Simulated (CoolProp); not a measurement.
Vapour-liquid equilibrium of ethanol (1) + hexamethyldisiloxane (MM) (2) at 123.15 °C; x and y are mole fractions of (1).

Model: multi-fluid Helmholtz-energy mixture model, Schroeder 2014 and Thol 2016; pair parameters Bell 2016, in CoolProp.

### Question
Give the bubble pressure and the first vapour's composition at x = 0.25, 0.45, 0.75. Is there an azeotrope?

### Answer
x = 0.25: 0.3694 MPa, y = 0.555; x = 0.45: 0.4248 MPa, y = 0.662; x = 0.75: 0.4655 MPa, y = 0.795. y crosses x between x = 0.85 and 0.95: the model has an azeotrope there.

The pair parameters rest on a limited set of measurements; away from them the model extrapolates.
